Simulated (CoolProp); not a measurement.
Saturation properties of cyclohexane.

Model: reference Helmholtz-energy equation of state, Zhou 2014, in CoolProp.

| T (K) | p (MPa) | liquid density (kg/m³) | liquid cp (kJ/(kg K)) | vapour Z | surface tension (mN/m) | liquid viscosity (µPa s) |
|---|---|---|---|---|---|---|
| 350.6 | 0.09176 | 722.8 | 2.112 | 0.9651 | 18.3 | 427 |
| 359.1 | 0.1183 | 714.1 | 2.154 | 0.9582 | 17.3 | 387 |
| 367.6 | 0.1504 | 705.3 | 2.197 | 0.9504 | 16.4 | 352 |
| 376.1 | 0.1888 | 696.4 | 2.241 | 0.9417 | 15.4 | 322 |
| 384.5 | 0.2338 | 687.5 | 2.285 | 0.9322 | 14.5 | 295 |
| 393 | 0.2872 | 678.2 | 2.331 | 0.9217 | 13.6 | 271 |
| 401.5 | 0.3494 | 668.8 | 2.379 | 0.9102 | 12.7 | 249 |
| 410 | 0.4211 | 659.2 | 2.428 | 0.8976 | 11.8 | 230 |
| 418.4 | 0.5023 | 649.4 | 2.478 | 0.8842 | 10.9 | 213 |
| 426.9 | 0.5958 | 639.3 | 2.530 | 0.8694 | 10.1 | 198 |
| 435.4 | 0.7016 | 628.8 | 2.585 | 0.8535 | 9.23 | 184 |
| 443.8 | 0.8191 | 618.1 | 2.642 | 0.8365 | 8.41 | 172 |

It boils at 353.9 K under 1 atm.

Viscosity comes from a separate model (Tariq 2014). Surface tension comes from a separate correlation (Mulero 2012).
